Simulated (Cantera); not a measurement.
Cantera run:

```python
import numpy as np
import cantera as ct

gas_names = """
    CL CL2 H HCL H2 Si SiCL SiCL2 SiCL3 SiCL4 SiH SiHCL3 SiH2 SiH2CL2 SiH3 SiH3CL SiH4 Si2 Si3
""".split()
cond_names = """
    Si(cr) Si(L)
""".split()


# ... load() reads the species with a 1 bar reference pressure and builds the phases ...
atoms = {
    'Si': {'Si': 1},
    'HCl': {'H': 1, 'CL': 1},
    'H2': {'H': 2},
    'Cl2': {'CL': 2},
}
top_T = {}  # K; cautious upper limits of use, not melting points


# ... equilibrate(T, P, feed) seeds the gas with the atoms and calls Mixture.equilibrate('TP', solver="vcs", rtol=1e-11, max_steps=5000) ...
results = []
feed = {'Si': 1, 'HCl': 2.5, 'H2': 1.9, 'Cl2': 1.4}  # mol
T = 823  # K
P = 10000  # Pa
mix = equilibrate(T, P, feed)
results.append((T, P, feed, dict(zip(mix.species_names, mix.species_moles))))
x = sorted(zip(gas.X, gas.species_names), reverse=True)
print(f"T = {T:g} K  P = {P:g} Pa  gas = {mix.phase_moles(0):.4g} mol")
print("   x: " + "  ".join(f"{s} {v:.3e}" for v, s in x if v > 1e-05))
print("   condensed (mol): " + ("  ".join(f"{mix.phase(i).name} {mix.phase_moles(i):.4g}"
      for i in range(1, mix.n_phases) if mix.phase_moles(i) > 1e-12) or "none"))
```

It prints:

```
T = 823 K  P = 10000 Pa  gas = 4.8 mol
   x: H2 5.204e-01  HCL 2.713e-01  SiCL4 2.078e-01  SiHCL3 4.810e-04
   condensed (mol): none
```

These are equilibrium values from Cantera (NASA tables, ideal gas, pure condensed phases), not measurements of a reactor.
